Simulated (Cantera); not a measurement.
A perfectly stirred reactor is fed with H2 : O2 : N2 = 1.4 : 1 : 7.5 (molar parts), at 82.5 Torr; it is held at 1375 K, and followed from long to short residence time.

Detailed kinetics in Cantera: the H2/O2 subset of GRI-Mech 3.0, which has no nitrogen chemistry. The temperature is held fixed by assumption; the heat of reaction is taken as removed at once.

One state of this run: x H2 = 0.000317; x O2 = 0.0326; x H2O = 0.151; x H = 6.65e-5; x OH = 0.000613. x: mole fraction; the columns are a selection and need not sum to one.

Task: Which value of τ (s) does it belong to?
A. 0.0081
B. 0.060
C. 3.4
D. 0.45

Result: C, 3.4
